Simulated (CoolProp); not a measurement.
The numbers come from the reference Helmholtz-energy equation of state, Guder 2009 in CoolProp.

Question: Give the vapour pressure (MPa), liquid cp (kJ/(kg K)), surface tension (mN/m), vapour viscosity (µPa s) of saturated sulfur hexafluoride at 255.5, 278.3, 282.9 K.

Answer: 
```
T (K)  p (MPa)  liquid cp (kJ/(kg K))  surface tension (mN/m)  vapour viscosity (µPa s)
-----  -------  ---------------------  ----------------------  ------------------------
255.5    0.743                  0.948                    6.86                      13.7
278.3     1.44                   1.07                    3.87                      15.4
282.9     1.62                   1.11                    3.32                      15.8
```

Viscosity comes from a separate model (Quiñones-Cisneros 2012). Surface tension comes from a separate correlation (Mulero 2012).
